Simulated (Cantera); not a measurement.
## Reactions in the system H-N-O-V

Source: NASA polynomial tables (part measured, part estimated), evaluated in Cantera. Values are per mole of reaction as written; species without (g) are pure solids or liquids, kept so even where they would boil at 1 bar. VO: taken at fixed stoichiometry.

2 NH3(g) + 6 V2O3 = 3 H2O2(g) + 12 VO + 2 N(g)

```csv
T (K),ΔH° (kJ),ΔS° (J/K),ΔG° (kJ),log10 K,condensed phases
2323,3382.3,808.9,1503.1,-33.80,"V2O3(s), VO(l)"
2398,2671.8,505.3,1460.0,-31.80,"V2O3(l), VO(l)"
2473,2666.7,503.2,1422.2,-30.04,"V2O3(l), VO(l)"
2548,2661.5,501.2,1384.5,-28.38,"V2O3(l), VO(l)"
2623,2656.4,499.2,1347.0,-26.82,"V2O3(l), VO(l)"
2698,2651.3,497.3,1309.7,-25.36,"V2O3(l), VO(l)"
2773,2646.2,495.4,1272.5,-23.97,"V2O3(l), VO(l)"
2848,2641.1,493.6,1235.4,-22.66,"V2O3(l), VO(l)"
2923,2636.0,491.8,1198.4,-21.42,"V2O3(l), VO(l)"
2998,2630.9,490.1,1161.6,-20.24,"V2O3(l), VO(l)"
```
